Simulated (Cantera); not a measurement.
A diamond (100) surface in a fixed gas of H2 with x(CH4) = 0.005, x(CH3) = 7.3e-05, at 1098 K, 97.5 Torr; coverages are run to steady state.

Computed with Cantera and the Harris–Goodwin 1993 mechanism for the reconstructed diamond (100) surface.

θ: site fractions in the mechanism's names (c6HH fully hydrogenated, c6H* and c6*H radical sites, c6** diradical, c6HM methylated).

```json
[
 {"x(H)": "0.0001", "growth (µm/h)": "0.645", "θ c6HH": "0.585", "θ c6H*": "0.0223", "θ c6*H": "0.355", "θ c6**": "0.00519", "θ c6HM": "0.0212"},
 {"x(H)": "0.00021", "growth (µm/h)": "1.38", "θ c6HH": "0.543", "θ c6H*": "0.0245", "θ c6*H": "0.389", "θ c6**": "0.00863", "θ c6HM": "0.0222"},
 {"x(H)": "0.00043", "growth (µm/h)": "2.49", "θ c6HH": "0.522", "θ c6H*": "0.0257", "θ c6*H": "0.409", "θ c6**": "0.0119", "θ c6HM": "0.0202"},
 {"x(H)": "0.0009", "growth (µm/h)": "3.92", "θ c6HH": "0.513", "θ c6H*": "0.0265", "θ c6*H": "0.422", "θ c6**": "0.0146", "θ c6HM": "0.0154"},
 {"x(H)": "0.0019", "growth (µm/h)": "…", "θ c6HH": "0.511", "θ c6H*": "0.0271", "θ c6*H": "0.430", "θ c6**": "0.0164", "θ c6HM": "…"},
 {"x(H)": "0.0039", "growth (µm/h)": "6.25", "θ c6HH": "0.511", "θ c6H*": "0.0275", "θ c6*H": "0.435", "θ c6**": "0.0174", "θ c6HM": "0.00578"},
 {"x(H)": "0.0081", "growth (µm/h)": "6.87", "θ c6HH": "0.511", "θ c6H*": "0.0278", "θ c6*H": "0.438", "θ c6**": "0.0180", "θ c6HM": "0.00306"},
 {"x(H)": "0.017", "growth (µm/h)": "7.22", "θ c6HH": "0.512", "θ c6H*": "0.0281", "θ c6*H": "0.440", "θ c6**": "0.0183", "θ c6HM": "…"},
 {"x(H)": "0.035", "growth (µm/h)": "7.41", "θ c6HH": "0.512", "θ c6H*": "0.0287", "θ c6*H": "0.440", "θ c6**": "0.0185", "θ c6HM": "0.000766"}
]
```

Fill in the missing entries.


- 0.0019, growth (µm/h): 5.28
- 0.0019, θ c6HM: 0.00996
- 0.017, θ c6HM: 0.00154
